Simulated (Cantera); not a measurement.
An isothermal, constant-pressure homogeneous reactor starts with H₂ : O₂ = 0.0056 : 0.35 (molar parts), at 1398 K and 3.83 Torr.

Model: the H2/O2 subset of GRI-Mech 3.0, which has no nitrogen chemistry, integrated in Cantera. Radical loss at walls, strong at low pressure, is not modelled.

x: mole fraction; the columns are a selection and need not sum to one.

```tsv
t (s)	x H₂	x O₂	x H₂O	x H	x OH	x HO₂	x O
1.00e-6	0.0157	0.984	<1e-12	1.34e-10	1.30e-12	1.35e-10	1.30e-12
7.04e-6	0.0157	0.984	<1e-12	8.88e-10	6.16e-11	9.50e-10	6.17e-11
4.96e-5	0.0157	0.984	1.02e-10	4.42e-9	2.35e-9	6.69e-9	2.37e-9
0.000349	0.0157	0.984	1.60e-8	1.34e-8	4.58e-8	4.71e-8	4.97e-8
0.00246	0.0157	0.984	5.79e-6	7.50e-7	4.50e-6	3.29e-7	5.37e-6
0.0173	9.60e-5	0.969	0.0143	(withheld)	0.00205	2.47e-7	0.0135
0.122	9.02e-5	0.970	0.0144	0.000633	0.00199	2.41e-7	0.0127
0.859	6.38e-5	0.974	0.0147	0.000368	0.00168	2.03e-7	0.00883
6.05	(withheld)	0.982	0.0154	(withheld)	(withheld)	(withheld)	(withheld)
42.6	6.96e-7	0.984	0.0158	3.94e-7	0.000176	2.00e-8	9.08e-5
300	1.01e-7	0.984	0.0158	2.16e-8	6.70e-5	2.99e-8	1.31e-5
```

Q: Complete the blanks.

A: 
- 0.0173, x H: 0.000690
- 6.05, x H₂: 1.36e-5
- 6.05, x H: 3.45e-5
- 6.05, x OH: 0.000776
- 6.05, x HO₂: 8.52e-8
- 6.05, x O: 0.00180
